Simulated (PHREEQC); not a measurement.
# Copper plating or etch bath: an equilibrium model

A solution holds 0.0021 mol Cu(NO3)2, 9.4e-05 mol HCl and 0.28 mol Na2SO4 per kg of water, at 25 °C. It is in equilibrium with CO2 at log p = -3.4 (atm). Otherwise closed; pH follows from the charge balance.

Model: ion-association model, wateq4f.dat, run in PHREEQC.

No solid was allowed to form.

Q: Predict the pH, ionic strength, activity of water.

A: pH 4.84; ionic strength 0.668 mol/kgw; activity of water 0.987.

Q: In which forms is C present?

A: CO2 94 %, HCO3- 4.9 %, NaHCO3 0.5 % of the C.
